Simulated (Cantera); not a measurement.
# Stirred combustor or abatement burner

A perfectly stirred reactor is fed with C₃H₈ : O₂ : N₂ = 1 : 4.17 : 50 (molar parts), equivalence ratio 1.2, at 15.8 atm; it is adiabatic with a 425 K inlet, and is followed from long to short residence time, starting on the burning branch (τ in s: 0.077, 0.026, 0.0091, 0.0031, 0.0011, 0.00037, 0.00013, 4.3e-05, 1.5e-05, 5.1e-06).

Computed with Cantera and GRI-Mech 3.0 (53 species, 325 reactions). GRI-Mech 3.0 was tuned for natural gas; its chemistry of propane as a main component is partial and can be far from experiment. The pressure lies above the range GRI-Mech 3.0 was tuned for (to about 10 atm).

```tsv
τ (s)	T (K)	x C₃H₈	x O₂	x C₂H₂	x HO₂	x HCN
0.077	1255	0.000117	0.00265	0.000136	6.52e-6	2.71e-9
0.026	1214	0.000260	0.00546	8.06e-5	1.70e-5	1.13e-9
0.0091	425	0.0181	0.0756	<1e-12	<1e-12	<1e-12
0.0031	425	0.0181	0.0756	<1e-12	<1e-12	<1e-12
0.0011	425	0.0181	0.0756	<1e-12	<1e-12	<1e-12
0.00037	425	0.0181	0.0756	<1e-12	<1e-12	<1e-12
0.00013	425	0.0181	0.0756	<1e-12	<1e-12	<1e-12
4.3e-5	425	0.0181	0.0756	<1e-12	<1e-12	<1e-12
1.5e-5	425	0.0181	0.0756	<1e-12	<1e-12	<1e-12
5.1e-6	425	0.0181	0.0756	<1e-12	<1e-12	<1e-12
```
x: mole fraction; the columns are a selection and need not sum to one.
